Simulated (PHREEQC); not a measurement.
Consider water at 25 °C with 0.21 mol H3PO4, 6.9e-05 mol HNO3 and 8.2e-05 mol NiSO4 per kg of water. Closed to the air; pH follows from the charge balance.

Computed with PHREEQC (ion-association model, wateq4f.dat).

| Quantity | Value |
|---|---|
| pH | 1.46 |
| ionic strength | 0.0404 mol/kgw |
| total alkalinity | -210 meq/kg |

```
species  molality  activity   log γ
-------  --------  --------  ------
H3PO4       0.170     0.172   0.004
H+         0.0401    0.0346  -0.064
H2PO4-     0.0401    0.0337  -0.076
Ni+2      8.19e-5   3.95e-5  -0.317
NO3-      6.90e-5   5.67e-5  -0.086
HSO4-     5.44e-5   4.53e-5  -0.079
SO4-2     2.75e-5   1.35e-5  -0.310
HPO4-2    1.23e-7   6.05e-8  -0.308
NiSO4     1.03e-7   1.04e-7   0.004
```

This is a speciation only: nothing precipitates in the calculation. H3PO4, which wateq4f.dat lacks, is added to it with the constant of phreeqc.dat. The database has no phosphate complexes of Ni.
